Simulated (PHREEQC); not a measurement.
**Nickel, zinc or cadmium bath (model solution)**

A solution holds 0.23 mol ZnCl2, 0.05 mol H3BO3 and 0.0066 mol H2SO4 per kg of water, at 52 °C. Closed to the air; pH follows from the charge balance.

Model: ion-association model, wateq4f.dat, run in PHREEQC.

Each row changes one thing in this solution. Precipitation was switched off in this run.

```json
[
 {"case": "as made", "pH": "2.04", "ionic strength (mol/kgw)": "0.480", "SO4-2 (mol/kgw)": "0.00217", "HSO4- (mol/kgw)": "0.00109", "H2BO3- (mol/kgw)": "9.48e-9"},
 {"case": "ZnCl2 from 0.23 to 0.046 mol/kgw", "pH": "2.03", "ionic strength (mol/kgw)": "[?]", "SO4-2 (mol/kgw)": "0.00227", "HSO4- (mol/kgw)": "0.00171", "H2BO3- (mol/kgw)": "7.03e-9"},
 {"case": "temperature from 52 to 90 °C", "pH": "2.09", "ionic strength (mol/kgw)": "0.364", "SO4-2 (mol/kgw)": "0.00196", "HSO4- (mol/kgw)": "0.00248", "H2BO3- (mol/kgw)": "[?]"},
 {"case": "H3BO3 from 0.05 to 0.01 mol/kgw", "pH": "2.04", "ionic strength (mol/kgw)": "0.480", "SO4-2 (mol/kgw)": "0.00217", "HSO4- (mol/kgw)": "0.00109", "H2BO3- (mol/kgw)": "1.90e-9"},
 {"case": "temperature from 52 to 55 °C", "pH": "2.04", "ionic strength (mol/kgw)": "[?]", "SO4-2 (mol/kgw)": "0.00216", "HSO4- (mol/kgw)": "0.00117", "H2BO3- (mol/kgw)": "9.96e-9"},
 {"case": "diluted 5-fold with water", "pH": "2.69", "ionic strength (mol/kgw)": "0.120", "SO4-2 (mol/kgw)": "0.000553", "HSO4- (mol/kgw)": "9.36e-5", "H2BO3- (mol/kgw)": "6.28e-9"},
 {"case": "ZnCl2 left out", "pH": "2.06", "ionic strength (mol/kgw)": "0.0128", "SO4-2 (mol/kgw)": "0.00309", "HSO4- (mol/kgw)": "0.00351", "H2BO3- (mol/kgw)": "[?]"},
 {"case": "H3BO3 from 0.05 to 0.055 mol/kgw", "pH": "2.04", "ionic strength (mol/kgw)": "0.480", "SO4-2 (mol/kgw)": "0.00217", "HSO4- (mol/kgw)": "0.00109", "H2BO3- (mol/kgw)": "1.04e-8"},
 {"case": "H2SO4 from 0.0066 to 0.00726 mol/kgw", "pH": "2.00", "ionic strength (mol/kgw)": "0.481", "SO4-2 (mol/kgw)": "0.00235", "HSO4- (mol/kgw)": "0.00129", "H2BO3- (mol/kgw)": "[?]"}
]
```

Question: Complete the blanks.

Answer: 
- ZnCl2 from 0.23 to 0.046 mol/kgw, ionic strength (mol/kgw): 0.126
- temperature from 52 to 90 °C, H2BO3- (mol/kgw): 1.76e-8
- temperature from 52 to 55 °C, ionic strength (mol/kgw): 0.469
- ZnCl2 left out, H2BO3- (mol/kgw): 5.90e-9
- H2SO4 from 0.0066 to 0.00726 mol/kgw, H2BO3- (mol/kgw): 8.68e-9

Constants without temperature data keep their 25 °C values here.
